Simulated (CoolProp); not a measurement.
Propane along the isobar 2.66 MPa: fugacity coefficient from the reference equation and from simpler models built on Tc = 369.9 K, pc = 4.251 MPa, ω = 0.152; each cubic takes its own stable root.

Model: reference Helmholtz-energy equation of state, Lemmon 2009, in CoolProp.

```json
[
 {"T (K)": "185.2", "phase": "liquid", "reference": "0.003164"},
 {"T (K)": "193.8", "phase": "liquid", "reference": "0.005703"},
 {"T (K)": "202.4", "phase": "liquid", "reference": "0.009696"},
 {"T (K)": "211", "phase": "liquid", "reference": "0.01566"},
 {"T (K)": "219.6", "phase": "liquid", "reference": "0.02420"},
 {"T (K)": "228.2", "phase": "liquid", "reference": "0.03593"},
 {"T (K)": "236.8", "phase": "liquid", "reference": "0.05154"},
 {"T (K)": "245.4", "phase": "liquid", "reference": "0.07166"},
 {"T (K)": "254", "phase": "liquid", "reference": "0.09691"},
 {"T (K)": "262.6", "phase": "liquid", "reference": "0.1278"}
]
```

### Question
How far does each simpler model (Redlich-Kwong, Peng-Robinson) lie from the reference over these 10 states: mean and median of the absolute difference, and the worst?

### Answer
- Redlich-Kwong: mean 29.6 %, median 30.9 %, worst +33.0 % at 202.4 K and 2.66 MPa
- Peng-Robinson: mean 1.0 %, median 0.5 %, worst +3.4 % at 185.2 K and 2.66 MPa
